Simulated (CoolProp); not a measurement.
Properties of ethanol along the isotherm 200.15 °C (Tc = 241.6 °C, pc = 6.268 MPa, ω = 0.644).

Computed with CoolProp (reference Helmholtz-energy equation of state, Schroeder 2014).

```csv
p (MPa),phase,density (kg/m³),speed of sound (m/s),Joule-Thomson coefficient (K/MPa),Prandtl number
0.198,gas,2.352,303.4,14.97,0.822
0.309,gas,3.701,301.6,15.00,0.830
0.481,gas,5.838,298.8,15.05,0.842
0.748,gas,9.279,294.3,15.15,0.861
1.17,gas,15.07,286.7,15.34,0.898
1.81,gas,24.93,(withheld),15.76,0.970
2.82,gas,45.11,246.6,17.04,1.19
4.4,liquid,564.3,487.0,0.4250,3.18
6.85,liquid,577.8,543.0,0.2979,3.23
10.7,liquid,(withheld),612.0,0.1822,3.31
16.6,liquid,613.3,693.6,0.08251,3.43
25.9,liquid,636.0,792.2,-0.004059,3.60
40.3,liquid,662.2,(withheld),-0.07684,3.81
62.7,liquid,692.4,1049,(withheld),4.06
```

Task: What belongs in the gaps?

Result: 
- 1.81, speed of sound (m/s): 273.6
- 10.7, density (kg/m³): 594.1
- 40.3, speed of sound (m/s): 909.0
- 62.7, Joule-Thomson coefficient (K/MPa): -0.1376

Viscosity comes from a separate model (Kiselev 2005). Thermal conductivity comes from a separate model (Assael 2013).
